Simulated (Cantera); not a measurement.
Charge: 1 mol BN, 1.3 mol F2, 0.51 mol H2, held at 1498.15 K and 1000 Pa.

Method: chemical equilibrium by Gibbs-energy minimisation in Cantera with the NASA 1993 tables (ideal gas, pure condensed phases). Candidate condensed phases: B, BN; 31 gas species. The tables' values for BF2 are old estimates; treat these amounts as uncertain. Equilibrium is a limit: real reactors are often held back by kinetics, nucleation or transport.

Base state: BF3 0.463, H2 0.264, N2 0.235, HF 0.0318, BF2 0.00384, BHF2 0.00290, H 8.84e-5, BF 8.83e-5 (mole fractions); condensed: BN(s).

What changes in the equilibrium state with this change: F2 from 1.3 to 5 mol?


```csv
species,before,after
F,<1e-9,0.703
HF,0.0318,0.120
BF3,0.463,0.118
H2,0.264,<1e-9
N2,0.235,0.0589
BF2,0.00384,<1e-9
BHF2,0.00290,<1e-9
F2,<1e-9,0.000675
H,8.84e-5,<1e-9
"BN(s), mol",0.148,0
```
